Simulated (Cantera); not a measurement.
Input (Python, Cantera) and output of one run.

```python
import numpy as np
import cantera as ct

gas_names = """
    C CH CH2 CH3 CH2OH CH3O CH4 CH3OH CN CO CO2 COOH C2 C2H CHCO,ketyl C2H2,acetylene C2H2,vinylidene
    CH2CO,ketene C2H3,vinyl CH3CN CH3CO,acetyl C2H4 C2H4O,ethylen CH3CHO,ethanal CH3COOH (HCOOH)2 C2H5
    C2H6 CH3OCH3 C2H5OH CCN CNC C2N2 C2O C3 C3H3,propargyl C3H4,allene C3H4,propyne C3H4,cyclo-
    C3H5,allyl C3H6,propylene C3H6,cyclo- C3H6O C3H7,n-propyl C3H7,i-propyl C3H8 C3H8O,1propanol
    C3H8O,2propanol C3O2 C4 C4H2 C4H4,1,3-cyclo- C4H6,butadiene C4H6,2-butyne C4H6,cyclo- C4H8,1-butene
    C4H8,cis2-buten C4H8,tr2-butene C4H8,isobutene C4H8,cyclo- (CH3COOH)2 C4H9,n-butyl C4H9,i-butyl
    C4H9,s-butyl C4H9,t-butyl C4H10,isobutane C4H10,n-butane C4N2 C5 C5H6,1,3cyclo- C5H8,cyclo-
    C5H10,1-pentene C5H10,cyclo- C5H11,pentyl C5H11,t-pentyl C5H12,n-pentane C5H12,i-pentane
    CH3C(CH3)2CH3 C6H2 C6H5,phenyl C6H5O,phenoxy C6H6 C6H5OH,phenol C6H10,cyclo- C6H12,1-hexene
    C6H12,cyclo- C6H13,n-hexyl C7H7,benzyl C7H8 C7H8O,cresol C7H14,1-heptene C7H15,n-heptyl
    C7H16,n-heptane C8H8,styrene C8H10,ethylbenz C8H16,1-octene C8H17,n-octyl C8H18,isooctane
    C8H18,n-octane C9H19,n-nonyl C10H8,naphthale C10H21,n-decyl C12H9,o-bipheny C12H10,bipheny H HCN HCO
    HCCN HNC HNCO HNO HNO2 HNO3 HO2 H2 HCHO,formaldehy HCOOH H2O H2O2 N NCO NH NH2 NH3 NH2OH NO NO2 NO3
    N2 N2H2 N2H4 N2O O OH O2 O3 Si SiC SiC2 SiC4H12 SiH SiH2 SiH3 SiH4 SiN SiO SiO2 Si2 Si2C Si2N Si3
""".split()
cond_names = """
    C(gr) C6H6(L) C7H8(L) C8H18(L),n-octa H2O(s) H2O(L) Si(cr) Si(L) SiC(b) SiO2(Lqz) SiO2(hqz) SiO2(L)
    Si2N2O(s) Si3N4(a)
""".split()


def load(file, names, dense=False):
    # The tables refer to 1 bar. Condensed volumes are neglected.
    table = {s.name: s for s in ct.Species.list_from_file(file)}
    out = []
    for n in names:
        d = dict(table[n].input_data)
        d["thermo"] = dict(d["thermo"], **{"reference-pressure": 1e5})
        if dense:
            d["equation-of-state"] = {"model": "constant-volume", "density": "1e6 g/cm^3"}
        out.append(ct.Species.from_dict(d))
    return out


gas = ct.Solution(thermo="ideal-gas", species=load("nasa_gas.yaml", gas_names))
cond = {s.name: ct.Solution(thermo="fixed-stoichiometry", species=[s], name=s.name)
        for s in load("nasa_condensed.yaml", cond_names, dense=True)}
atoms = {
    'Si3N4': {'Si': 3, 'N': 4},
    'CO2': {'C': 1, 'O': 2},
    'H2': {'H': 2},
}
top_T = {'C(gr)': 4500, 'SiC(b)': 3050, 'Si2N2O(s)': 2100, 'Si3N4(a)': 2400}  # K; cautious upper limits of use, not melting points


def equilibrate(T, P, feed):
    n = {}
    for name, mol in feed.items():
        for a, k in atoms[name].items():
            n[a] = n.get(a, 0.0) + k * mol
    gas.TPX = T, P, n
    mass = sum(n.values()) * gas.mean_molecular_weight
    gas.equilibrate("TP")
    valid = [c for c in cond.values() if c.min_temp <= T <= top_T.get(c.name, c.max_temp)]
    mix = ct.Mixture([(gas, mass / gas.mean_molecular_weight)] + [(c, 0.0) for c in valid])
    mix.T, mix.P = T, P
    mix.equilibrate("TP", solver="vcs", rtol=1e-11, max_steps=5000)
    return mix


results = []
feed = {'Si3N4': 1, 'CO2': 0.27, 'H2': 12}  # mol
P = 100000  # Pa
for T in [1300, 1400, 1500, 1600, 1700, 1800, 1900, 2000, 2100, 2200]:
    mix = equilibrate(T, P, feed)
    results.append((T, P, feed, dict(zip(mix.species_names, mix.species_moles))))
    x = sorted(zip(gas.X, gas.species_names), reverse=True)
    print(f"T = {T:g} K  P = {P:g} Pa  gas = {mix.phase_moles(0):.4g} mol")
    print("   x: " + "  ".join(f"{s} {v:.3e}" for v, s in x if v > 1e-05))
    print("   condensed (mol): " + ("  ".join(f"{mix.phase(i).name} {mix.phase_moles(i):.4g}"
          for i in range(1, mix.n_phases) if mix.phase_moles(i) > 1e-12) or "none"))
```

Output:

```
T = 1300 K  P = 100000 Pa  gas = 12.09 mol
   x: H2 9.776e-01  N2 1.487e-02  CH4 7.515e-03  HCN 2.496e-05  NH3 1.462e-05
   condensed (mol): C(gr) 0.1788  Si2N2O(s) 0.54  Si3N4(a) 0.64
T = 1400 K  P = 100000 Pa  gas = 12.16 mol
   x: H2 9.785e-01  N2 1.727e-02  CH4 4.136e-03  HCN 6.450e-05  NH3 1.088e-05
   condensed (mol): C(gr) 0.1731  SiC(b) 0.04568  Si2N2O(s) 0.54  Si3N4(a) 0.6248
T = 1500 K  P = 100000 Pa  gas = 12.33 mol
   x: H2 9.704e-01  N2 2.823e-02  CH4 1.248e-03  HCN 9.025e-05  H 1.734e-05  CO 1.397e-05
   condensed (mol): SiC(b) 0.2532  Si2N2O(s) 0.5398  Si3N4(a) 0.5557
T = 1600 K  P = 100000 Pa  gas = 12.35 mol
   x: H2 9.707e-01  N2 2.879e-02  CH4 3.396e-04  HCN 7.554e-05  H 5.357e-05  CO 3.087e-05
   condensed (mol): SiC(b) 0.2644  Si2N2O(s) 0.5396  Si3N4(a) 0.5521
T = 1700 K  P = 100000 Pa  gas = 12.36 mol
   x: H2 9.707e-01  N2 2.893e-02  H 1.452e-04  CH4 1.072e-04  HCN 6.378e-05  CO 6.136e-05  SiO 2.326e-05
   condensed (mol): SiC(b) 0.2671  Si2N2O(s) 0.539  Si3N4(a) 0.5516
T = 1800 K  P = 100000 Pa  gas = 12.36 mol
   x: H2 9.702e-01  N2 2.899e-02  H 3.527e-04  SiO 2.205e-04  CO 1.128e-04  HCN 5.489e-05  CH4 3.861e-05  SiH2 1.312e-05
   condensed (mol): SiC(b) 0.2674  Si2N2O(s) 0.5359  Si3N4(a) 0.5526
T = 1900 K  P = 100000 Pa  gas = 12.54 mol
   x: H2 9.561e-01  N2 4.120e-02  SiO 1.457e-03  H 7.759e-04  CO 2.756e-04  HCN 7.181e-05  SiH2 5.575e-05  CH4 1.908e-05  Si 1.261e-05  SiH 1.070e-05
   condensed (mol): Si(L) 0.2322  SiC(b) 0.2653  Si2N2O(s) 0.5183  Si3N4(a) 0.4822
T = 2000 K  P = 100000 Pa  gas = 13.76 mol
   x: H2 8.713e-01  N2 1.164e-01  SiO 7.835e-03  CO 2.529e-03  H 1.518e-03  HCN 2.574e-04  SiH2 9.251e-05  Si 4.354e-05  SiH 2.757e-05  CH4 1.767e-05  HNC 1.463e-05
   condensed (mol): Si(L) 1.864  SiC(b) 0.2311  Si2N2O(s) 0.3974
T = 2100 K  P = 100000 Pa  gas = 14.56 mol
   x: H2 8.221e-01  N2 1.370e-01  SiO 2.433e-02  CO 1.274e-02  H 2.825e-03  HCN 5.611e-04  SiH2 1.500e-04  Si 1.334e-04  SiH 6.563e-05  HNC 3.790e-05  CH4 1.738e-05  Si2N 1.230e-05  H2O 1.079e-05  SiN 1.025e-05
   condensed (mol): Si(L) 2.565  SiC(b) 0.07519
T = 2200 K  P = 100000 Pa  gas = 14.58 mol
   x: H2 8.193e-01  N2 1.365e-01  SiO 2.042e-02  CO 1.660e-02  H 5.098e-03  HCN 1.081e-03  Si 3.687e-04  SiH2 2.443e-04  SiH 1.477e-04  HNC 8.543e-05  Si2N 2.541e-05  C2H2,acetylene 2.418e-05  SiN 2.300e-05  Si2C 2.163e-05  CH4 1.894e-05
   condensed (mol): Si(L) 2.679  SiC(b) 0.009607
```

Method: chemical equilibrium by Gibbs-energy minimisation in Cantera with the NASA 1993 tables (ideal gas, pure condensed phases). Mutual solubility and eutectic melting of coexisting phases are not modelled. The tables' values for SiN are old estimates; treat these amounts as uncertain. Gases not in the tables: Si2H6 and higher silanes.
